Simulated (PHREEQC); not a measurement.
Make-up at 25 °C: 1.5 mmol/kgw Cu(NO3)2, 3.2 mmol/kgw HBF4 and 16 mmol/kgw Na2SO4. Closed to the air; pH follows from the charge balance.

Equilibrium calculation in PHREEQC: ion-association model, phreeqc.dat.

Each row changes one thing in this solution. This is a speciation only: nothing precipitates in the calculation.

| case | pH | ionic strength (mol/kgw) | HF (mol/kgw) | BF4- (mol/kgw) | F- (mol/kgw) | H3BO3 (mol/kgw) |
|---|---|---|---|---|---|---|
| as made | 2.72 | 0.0492 | 0.00296 | 0.00189 | 0.00130 | 0.000965 |
| Cu(NO3)2 from 0.0015 to 0.00135 mol/kgw | 2.72 | 0.0490 | 0.00296 | 0.00189 | 0.00130 | 0.000965 |
| diluted 5-fold with water | 3.06 | [?] | 0.00120 | 5.57e-5 | 0.00103 | 0.000548 |
| Cu(NO3)2 from 0.0015 to 0.00075 mol/kgw | 2.73 | 0.0480 | 0.00295 | 0.00189 | 0.00130 | 0.000964 |
| Cu(NO3)2 from 0.0015 to 0.00165 mol/kgw | 2.72 | 0.0495 | 0.00296 | 0.00189 | 0.00130 | 0.000965 |
| HBF4 from 0.0032 to 0.00288 mol/kgw | 2.76 | 0.0491 | 0.00280 | 0.00162 | [?] | 0.000944 |
| Na2SO4 left out | 2.54 | 0.00758 | 0.00341 | 0.00192 | 0.000870 | 0.000985 |
| Cu(NO3)2 left out | 2.73 | 0.0468 | 0.00295 | 0.00189 | 0.00131 | 0.000964 |
| temperature from 25 to 35 °C | [?] | 0.0487 | 0.00339 | 0.00176 | [?] | 0.00108 |

Question: Complete the blanks.

Answer: 
- diluted 5-fold with water, ionic strength (mol/kgw): 0.0109
- HBF4 from 0.0032 to 0.00288 mol/kgw, F- (mol/kgw): 0.00133
- temperature from 25 to 35 °C, pH: 2.77
- temperature from 25 to 35 °C, F- (mol/kgw): 0.00137

Real BF4- forms and hydrolyses slowly; the run takes it at equilibrium.
